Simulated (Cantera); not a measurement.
What does this Cantera script print?

```python
import numpy as np
import cantera as ct

gas = ct.Solution("gri30.yaml")
gas.TPX = 1175, 2666, {'H2': 0.02, 'O2': 1}
reactor = ct.IdealGasConstPressureReactor(gas, energy="off", clone=False)
net = ct.ReactorNet([reactor])
net.rtol, net.atol = 1e-08, 1e-18
show = ['H2', 'O2', 'H2O', 'H2O2', 'H', 'O', 'OH']
times = np.geomspace(3e-06, 300, 10)

steps = ct.SolutionArray(gas, extra=["t"])
rows = []
print(f"{'t/s':>10s}{'T/K':>9s}{'P/Pa':>11s}" + "".join(f"{s:>11s}" for s in show))
for t in times:
    while net.time < t:
        t_next = net.step()
        steps.append(gas.state, t=t_next)
    rows.append([np.interp(t, steps.t, y) for y in (steps.T, steps.P, *steps(*show).X.T)])
    print(f"{t:10.3e}{rows[-1][0]:9.1f}{rows[-1][1]:11.4g}" + "".join(f"{x:11.3e}" for x in rows[-1][2:]))
rate = np.gradient(steps.T, steps.t)
print("integrator steps:", len(steps.t))
if steps.T.max() > steps.T[0] + 200:
    print(f"time of steepest temperature rise: {steps.t[rate.argmax()]:.4e} s")
gas.TPX = 1175, 2666, {'H2': 0.02, 'O2': 1}
gas.equilibrate("TP")
print(f"equilibrium (TP): T = {gas.T:.1f} K  " + "  ".join(f"{s} {gas[s].X[0]:.3e}" for s in show))
```

Result:

```
       t/s      T/K       P/Pa         H2         O2        H2O       H2O2          H          O         OH
 3.000e-06   1175.0       2666  1.961e-02  9.804e-01  4.586e-14  2.498e-16  6.142e-11  3.939e-12  3.915e-12
 2.323e-05   1175.0       2666  1.961e-02  9.804e-01  1.681e-11  1.494e-14  3.392e-10  1.824e-10  1.740e-10
 1.798e-04   1175.0       2666  1.961e-02  9.804e-01  3.368e-09  8.963e-13  1.720e-09  5.528e-09  4.178e-09
 1.392e-03   1175.0       2666  1.958e-02  9.804e-01  2.174e-05  1.171e-10  3.826e-06  1.779e-05  1.178e-05
 1.078e-02   1175.0       2666  1.164e-04  9.687e-01  1.852e-02  7.176e-08  9.164e-04  1.056e-02  1.153e-03
 8.348e-02   1175.0       2666  1.677e-05  9.785e-01  1.952e-02  5.363e-08  4.907e-05  1.496e-03  4.402e-04
 6.463e-01   1175.0       2666  5.309e-07  9.801e-01  1.976e-02  1.193e-08  2.910e-07  4.876e-05  8.021e-05
 5.004e+00   1175.0       2666  2.267e-08  9.802e-01  1.979e-02  1.110e-09  2.699e-09  2.149e-06  1.688e-05
 3.875e+01   1175.0       2666  2.004e-09  9.802e-01  1.980e-02  1.233e-10  7.290e-11  1.933e-07  5.062e-06
 3.000e+02   1175.0       2666  9.217e-10  9.802e-01  1.980e-02  6.104e-11  2.295e-11  8.915e-08  3.436e-06
integrator steps: 2093
equilibrium (TP): T = 1175.0 K  H2 9.214e-10  O2 9.802e-01  H2O 1.980e-02  H2O2 6.102e-11  H 2.294e-11  O 8.912e-08  OH 3.436e-06
```

Detailed kinetics in Cantera: GRI-Mech 3.0 (53 species, 325 reactions). Radical loss at walls, strong at low pressure, is not modelled.
